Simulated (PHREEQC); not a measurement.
**Acid rinse or clean: speciation**

Make-up at 20 °C: 0.26 mol/kgw HNO3, 0.013 mol/kgw FeCl3 and 0.0048 mol/kgw CuCl2. Closed to the air; pH follows from the charge balance.

Computed with PHREEQC (ion-association model, wateq4f.dat).

Precipitation was switched off in this run.

**Question.** Predict the pH.

**Answer.** pH 0.69.

**Question.** In which forms is Cl present?

**Answer.** Cl- 93 %, FeCl+2 6.5 %, FeCl2+ 0.7 % of the Cl.

Saturation is exceeded, for instance for Hematite (slow to form); the values hold only as long as no solid forms. Species that the database lacks are ignored.
